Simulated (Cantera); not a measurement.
Input (Python, Cantera):

```python
import numpy as np
import cantera as ct

surf = ct.Interface("ptcombust.yaml", "Pt_surf")
gas = surf.adjacent["gas"]
gas.TPX = 773, 200000, {'CO': 0.0068, 'O2': 0.19, 'N2': 0.79, 'H2O': 0.023}
surf.TP = 773, 200000
reactor = ct.FlowReactor(gas, clone=False)
reactor.area = 0.0001  # m2
reactor.surface_area_to_volume_ratio = 410  # 1/m
reactor.mass_flow_rate = 0.096 * reactor.area * gas.density  # inlet velocity 0.096 m/s
reactor.energy_enabled = False
wall = ct.ReactorSurface(surf, reactor, clone=False)
net = ct.ReactorNet([reactor])
net.rtol, net.atol = 1e-8, 1e-16
show, cover = ['CO', 'O2', 'H2O', 'CO2'], ['PT(S)', 'H(S)', 'O(S)', 'OH(S)', 'CO(S)', 'C(S)']

rows = []
print(f"{'z/m':>9s}{'u/(m/s)':>9s}" + "".join(f"{s:>13s}" for s in show + cover))
for z in [0.00033, 0.00071, 0.0015, 0.0033, 0.0071, 0.015, 0.033]:
    net.advance(z)
    rows.append([reactor.speed, *gas[show].X, *surf[cover].coverages])
    print(f"{z:9.4g}{rows[-1][0]:9.3g}" + "".join(f"{x:13.4e}" for x in rows[-1][1:]))
```

It prints:

```
      z/m  u/(m/s)           CO           O2          H2O          CO2        PT(S)         H(S)         O(S)        OH(S)        CO(S)         C(S)
  0.00033   0.0959   5.5904e-03   1.8769e-01   2.2790e-02   1.1475e-03   1.9453e-02   3.8540e-09   9.7592e-01   3.6437e-03   9.7966e-04   3.4091e-17
  0.00071   0.0959   4.6732e-03   1.8732e-01   2.2800e-02   2.0677e-03   1.8075e-02   3.4495e-09   9.7770e-01   3.5162e-03   7.0578e-04   2.2779e-17
   0.0015   0.0958   3.4036e-03   1.8680e-01   2.2815e-02   3.3417e-03   1.6589e-02   3.0309e-09   9.7960e-01   3.3729e-03   4.3217e-04   1.2777e-17
   0.0033   0.0958   1.8567e-03   1.8617e-01   2.2833e-02   4.8937e-03   1.5206e-02   2.6586e-09   9.8136e-01   3.2335e-03   1.9775e-04   5.3494e-18
   0.0071   0.0957   6.1424e-04   1.8566e-01   2.2847e-02   6.1404e-03   1.4322e-02   2.4295e-09   9.8248e-01   3.1408e-03   5.7970e-05   1.4753e-18
    0.015   0.0957   7.3267e-05   1.8544e-01   2.2853e-02   6.6832e-03   1.3984e-02   2.3438e-09   9.8290e-01   3.1046e-03   6.5893e-06   1.6366e-19
    0.033   0.0957   6.3596e-07   1.8541e-01   2.2854e-02   6.7561e-03   1.3940e-02   2.3328e-09   9.8296e-01   3.0999e-03   5.6836e-08   1.4072e-21
```

Computed with Cantera and Deutschmann's 1995 Pt surface mechanism with GRI-Mech 3.0 gas chemistry. Catalytic surfaces can have several steady states; this one follows from the mechanism file's or the stated starting coverage. Mass transfer to the wall is taken as infinitely fast.
